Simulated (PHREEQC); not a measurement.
0.5 mol of Gypsum (CaSO4:2H2O) is brought to equilibrium with 1 kg of water, with rising amounts of K2SO4, at 25 °C. Oxygen alone is held at its pressure in air (log pO2 = -0.68). The system is closed to CO2. The run lets Gypsum, Portlandite precipitate or redissolve, and no other solid.

Computed with PHREEQC (ion-association model, wateq4f.dat).

| K2SO4 added (mol) | dissolved Ca (mol/kgw) | dissolved S (mol/kgw) | KSO4- (mol/kgw) |
|---|---|---|---|
| 0 | 0.0157 | 0.0157 | 0 |
| 0.00208 | 0.0149 | 0.0170 | [?] |
| 0.00417 | 0.0143 | 0.0185 | [?] |
| 0.00625 | [?] | 0.0200 | 0.000538 |
| 0.00833 | [?] | 0.0217 | 0.000768 |
| 0.0104 | 0.0130 | 0.0234 | [?] |
| 0.0125 | 0.0126 | 0.0251 | 0.00130 |
| 0.0146 | 0.0123 | 0.0269 | 0.00160 |
| 0.0167 | 0.0121 | 0.0288 | 0.00192 |
| 0.0187 | [?] | 0.0306 | 0.00225 |
| 0.0208 | 0.0117 | 0.0325 | [?] |
| 0.0229 | 0.0115 | 0.0344 | 0.00298 |
| 0.025 | 0.0114 | 0.0363 | 0.00338 |

Q: What belongs in the gaps?

A: 
- 0.00208, KSO4- (mol/kgw): 0.000153
- 0.00417, KSO4- (mol/kgw): 0.000333
- 0.00625, dissolved Ca (mol/kgw): 0.0138
- 0.00833, dissolved Ca (mol/kgw): 0.0133
- 0.0104, KSO4- (mol/kgw): 0.00102
- 0.0187, dissolved Ca (mol/kgw): 0.0119
- 0.0208, KSO4- (mol/kgw): 0.00261

Species that the database lacks are ignored.
